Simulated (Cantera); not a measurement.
What does this Cantera script print?

```python
import numpy as np
import cantera as ct

gas = ct.Solution("gri30.yaml")
gas.TPX = 350, 64000, {'CH4': 1, 'CO': 1, 'O2': 4.03, 'N2': 19}
inlet = ct.Reservoir(gas, clone=True)
gas.equilibrate("HP")  # start burning
reactor = ct.IdealGasConstPressureReactor(gas, energy="on", clone=False)
exhaust = ct.Reservoir(gas, clone=True)
tau = [0.24, 0.1, 0.046, 0.02, 0.0089, 0.0039, 0.0017, 0.00075, 0.00033, 0.00014, 6.4e-05, 2.8e-05][0]
for a, b in ((inlet, reactor), (reactor, exhaust)):
    ct.MassFlowController(a, b, mdot=lambda t: reactor.mass / tau)
net = ct.ReactorNet([reactor])
show = ['CH4', 'CO', 'O2', 'C2H2', 'O', 'CH2O']

rows = []
print(f"{'tau/s':>10s}{'T/K':>9s}" + "".join(f"{s:>11s}" for s in show))
for tau in [0.24, 0.1, 0.046, 0.02, 0.0089, 0.0039, 0.0017, 0.00075, 0.00033, 0.00014, 6.4e-05, 2.8e-05]:
    net.initial_time = 0.0
    net.advance(30 * tau)
    before = gas.X
    net.advance(40 * tau)
    drift = np.max(np.abs(gas.X - before) / (gas.X + 1e-9))
    rows.append([gas.T, *gas[show].X, drift])
    print(f"{tau:10.3e}{gas.T:9.1f}" + "".join(f"{x:11.3e}" for x in gas[show].X))
```

Result:

```
     tau/s      T/K        CH4         CO         O2       C2H2          O       CH2O
 2.400e-01   1611.3  8.124e-06  5.026e-04  6.240e-02  2.357e-10  1.446e-04  7.986e-07
 1.000e-01   1605.8  1.401e-05  8.947e-04  6.251e-02  3.260e-10  2.534e-04  1.440e-06
 4.600e-02   1598.0  2.276e-05  1.485e-03  6.272e-02  4.182e-10  4.128e-04  2.405e-06
 2.000e-02   1584.4  3.863e-05  2.535e-03  6.313e-02  5.444e-10  6.826e-04  4.128e-06
 8.900e-03   1563.4  6.613e-05  4.229e-03  6.386e-02  7.445e-10  1.075e-03  6.954e-06
 3.900e-03   1529.4  1.207e-04  7.106e-03  6.525e-02  1.184e-09  1.607e-03  1.203e-05
 1.700e-03   1474.1  2.513e-04  1.229e-02  6.802e-02  2.511e-09  2.139e-03  2.246e-05
 7.500e-04   1360.2  8.489e-04  2.480e-02  7.591e-02  1.213e-08  1.834e-03  5.897e-05
 3.300e-04    350.0  3.995e-02  3.995e-02  1.610e-01 -5.524e-22 -6.610e-25 -1.736e-18
 1.400e-04    350.0  3.995e-02  3.995e-02  1.610e-01 -8.415e-25 -8.663e-28 -2.645e-21
 6.400e-05    350.0  3.995e-02  3.995e-02  1.610e-01 -5.315e-26 -2.427e-29 -1.671e-22
 2.800e-05    350.0  3.995e-02  3.995e-02  1.610e-01 -3.358e-27  1.160e-29 -1.055e-23
```

Model: GRI-Mech 3.0 (53 species, 325 reactions), integrated in Cantera.
